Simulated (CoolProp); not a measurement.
Computed with CoolProp (reference Helmholtz-energy equation of state, Wu 2012).

Task: For fluoroethane (R161), give the phase and the Z, cp (kJ/(kg K)), speed of sound (m/s), isothermal compressibility (1/MPa) at 396.6 K and 5 MPa; 441.1 K and 5 MPa; 450 K and 5 MPa.

Result: 
- 396.6 K and 5 MPa: gas; Z 0.626, cp 2.88, speed of sound 202, isothermal compressibility 0.367
- 441.1 K and 5 MPa: gas; Z 0.777, cp 2.11, speed of sound 244, isothermal compressibility 0.262
- 450 K and 5 MPa: gas; Z 0.795, cp 2.07, speed of sound 251, isothermal compressibility 0.254
